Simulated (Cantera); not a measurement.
An isothermal, constant-pressure homogeneous reactor starts with H2 : O2 = 0.41 : 1 (molar parts), equivalence ratio 0.20, at 1125 K and 0.0132 atm.

Model: the H2/O2 subset of GRI-Mech 3.0, which has no nitrogen chemistry, integrated in Cantera. Radical loss at walls, strong at low pressure, is not modelled. The temperature is held fixed by assumption; the heat of reaction is taken as removed at once.

x: mole fraction; the columns are a selection and need not sum to one.

```
t (s)         x H2   x O2       x O     x H2O    x H2O2       x H
--------  --------  -----  --------  --------  --------  --------
3.00e-5      0.291  0.709  1.78e-10  1.12e-10    <1e-12   1.18e-9
0.000102     0.291  0.709   1.72e-9   2.80e-9  2.52e-12   5.30e-9
0.000344     0.291  0.709   4.66e-8   1.46e-7  2.92e-11   1.13e-7
0.00116      0.288  0.708  0.000589   0.00202       ___   0.00142
0.00393     0.0147  0.589    0.0580     0.242       ___    0.0874
0.0133     0.00501  0.641    0.0166     0.318       ___    0.0136
0.0451    0.000341  0.658   0.00108     0.339       ___  0.000214
0.152      2.41e-5  0.660   7.93e-5     0.340       ___   4.27e-6
0.516      3.21e-6  0.660   1.12e-5     0.340       ___   2.27e-7
1.75       6.29e-7  0.660   2.29e-6     0.340       ___   2.09e-8
5.91       1.50e-7  0.660   5.58e-7     0.340       ___   2.51e-9
20.0       4.04e-8  0.660   1.52e-7     0.340       ___  3.55e-10
```

Problem. Complete the blanks.

Solution. 
- 0.00116, x H2O2: 6.37e-9
- 0.00393, x H2O2: 3.96e-7
- 0.0133, x H2O2: 7.05e-7
- 0.0451, x H2O2: 5.12e-7
- 0.152, x H2O2: 1.59e-7
- 0.516, x H2O2: 4.80e-8
- 1.75, x H2O2: 1.50e-8
- 5.91, x H2O2: 4.69e-9
- 20.0, x H2O2: 1.47e-9
